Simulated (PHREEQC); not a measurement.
Consider water at 2.5 °C with 0.1 mol/kgw FeSO4, 0.0069 mol/kgw CaCl2 and 0.00034 mol/kgw NaHCO3. Closed to the air; pH follows from the charge balance.

The numbers come from PHREEQC with the ion-association model, phreeqc.dat.

This is a speciation only: nothing precipitates in the calculation.

Order these Fe species by the share of Fe that they hold, largest first: FeSO4, FeCl+, FeHCO3+, Fe+2.

Fe+2 (64 %), FeSO4 (36 %), FeCl+ (0.35 %), FeHCO3+ (0.20 %)

The pH is 7.02 and the ionic strength 0.265 mol/kgw. Saturation is exceeded, for instance for Siderite; the values hold only as long as no solid forms. Species that the database lacks are ignored. Constants without temperature data keep their 25 °C values here.
